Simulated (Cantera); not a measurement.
# BF₃ + O₂ + H₂ (boron, boron nitride and boron oxide)

Feed: 1 mol BF₃, 1.7 mol O₂, 26 mol H₂, held at 773.15 K and 13.3 mbar.

Equilibrium computed with Cantera from the NASA thermochemical tables; the gas is ideal and each condensed phase is pure. Candidate condensed phases: B, B₂O₃, B₃O₃H₃, H₂O; 43 gas species. Gases not in the tables: H₃BO₃. Kinetics and transport are ignored.

The x(H₂) is 0.832, the x(H₂O) is 0.106 and the x(HF) is 0.0376. The x(BF₃) is 0.0228 and the x(B₃O₃F₃) is 0.00145. The x((HBO₂)₃) is 0.000448. The n(B₂O₃(l)) is 0.113 mol, the gas amount comes out as 27.16 mol and the log10 activity of B(s) (absent) is -14.00. The log10 activity of B₃O₃H₃(s) (absent) is -22.56.
